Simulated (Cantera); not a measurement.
An isothermal, constant-pressure homogeneous reactor starts with 0.407 % CH2O, 0.446 % O2, 99.1 % N2, at 1275 K and 14.0 bar.

Detailed kinetics in Cantera: GRI-Mech 3.0 (53 species, 325 reactions). The pressure lies above the range GRI-Mech 3.0 was tuned for (to about 10 atm).

One state of this run: x CH2O = <1e-12; x O2 = 0.000396; x C2H2 = <1e-12; x CH2 = <1e-12; x CH4 = <1e-12; x H2O = 0.00406; x N2O = 1.84e-7. x: mole fraction; the columns are a selection and need not sum to one.

Task: Which value of t (s) does it belong to?
A) 0.317
B) 0.00794
C) 0.00316
D) 0.00126

Result: A, 0.317
